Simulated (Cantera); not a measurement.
A closed system holds: 1 mol SiH₂Cl₂, 0.57 mol HCl, 180 mol N₂, at 19.0 mbar.

Method: chemical equilibrium by Gibbs-energy minimisation in Cantera with the NASA 1993 tables (ideal gas, pure condensed phases). Candidate condensed phases: NH₄Cl, Si, Si₃N₄; 28 gas species. N₂ is the only nitrogen source here; it is nearly inert below about 1500 K, so the nitride shown seldom forms there in practice. The tables' values for SiCl₃ are old estimates; treat these amounts as uncertain. The numbers say what is thermodynamically allowed, not how fast it happens. All values below are at 1248 K.

Base state: N₂ 0.986, HCl 0.0117, H₂ 0.00120, SiCl₄ 0.000489, SiCl₂ 9.87e-5, SiCl₃ 8.18e-5 (mole fractions); condensed: Si₃N₄(s).

Task: What changes in the equilibrium state with this change: N₂ from 180 to 6.9 mol?

Result: 
| species | before | after |
|---|---|---|
| N₂ | 0.986 | 0.731 |
| HCl | 0.0117 | 0.192 |
| H₂ | 0.00120 | 0.0509 |
| SiCl₄ | 0.000489 | 0.0238 |
| SiHCl₃ | 1.76e-6 | 0.000222 |
| SiCl₃ | 8.18e-5 | 0.00158 |
| SiCl₂ | 9.87e-5 | 0.000761 |
| Si₃N₄(s), mol | 0.293 | 0.257 |
